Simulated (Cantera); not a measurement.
Input: 1 mol C₂H₅OH, a varied amount of CO₂, held at 400 °C and 0.230 bar.

Equilibrium computed with Cantera from the NASA thermochemical tables; the gas is ideal and each condensed phase is pure. Candidate condensed phases: C, C₆H₆, C₇H₈, C₈H₁₈, H₂O; 110 gas species. Equilibrium is a limit: real reactors are often held back by kinetics, nucleation or transport.

x: gas mole fraction; n: condensed amount in mol.

```
n(CO₂) (mol)   x CO₂  x H₂O   x CH₄    x H₂     x CO   x C₂H₆  x HCOOH  n C(graphite)
------------  ------  -----  ------  ------  -------  -------  -------  -------------
0.07          0.0641  0.336   0.302   0.293  0.00458  8.33e-7        ?           1.17
0.13          0.0747  0.352   0.284   0.285  0.00494  7.60e-7        ?           1.22
0.23          0.0928  0.373   0.258   0.271  0.00551  6.56e-7        ?           1.31
0.42           0.128  0.401   0.216   0.248  0.00647  5.04e-7        ?           1.45
0.76           0.190  0.424   0.163   0.215  0.00787  3.30e-7        ?           1.64
1.4            0.292  0.421   0.104   0.172  0.00978  1.69e-7        ?           1.88
2.5            0.426  0.377  0.0575   0.128   0.0118  6.91e-8  5.49e-9           2.11
4.6            0.580  0.295  0.0257  0.0856   0.0138  2.07e-8        ?           2.30
```

Q: Complete the blanks.

A: 
- 0.07, x HCOOH: 1.90e-9
- 0.13, x HCOOH: 2.14e-9
- 0.23, x HCOOH: 2.54e-9
- 0.42, x HCOOH: 3.20e-9
- 0.76, x HCOOH: 4.12e-9
- 1.4, x HCOOH: 5.08e-9
- 4.6, x HCOOH: 5.01e-9
